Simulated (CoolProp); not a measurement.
Normal hydrogen along the isotherm 33.5 K: fugacity coefficient from the reference equation and from simpler models built on Tc = 33.1 K, pc = 1.296 MPa, ω = -0.219; each cubic takes its own stable root.

Computed with CoolProp (reference Helmholtz-energy equation of state, Leachman 2009).

```
p (MPa)          phase  reference
-------  -------------  ---------
0.0205             gas     0.9950
0.0364             gas     0.9912
0.0648             gas     0.9843
0.115              gas     0.9722
0.205              gas     0.9505
0.364              gas     0.9125
0.648              gas     0.8451
1.15               gas     0.7244
2.05     supercritical     0.4930
3.64     supercritical     0.3415
6.48     supercritical     0.2671
```

**Question.** How far does each simpler model (van der Waals, Soave-Redlich-Kwong, Peng-Robinson) lie from the reference over these 11 states: mean and median of the absolute difference, and the worst?

**Answer.** 
- van der Waals: mean 4.0 %, median 0.7 %, worst +21.3 % at 33.5 K and 6.48 MPa
- Soave-Redlich-Kwong: mean 0.4 %, median 0.3 %, worst -1.3 % at 33.5 K and 1.15 MPa
- Peng-Robinson: mean 2.9 %, median 1.5 %, worst -10.1 % at 33.5 K and 6.48 MPa
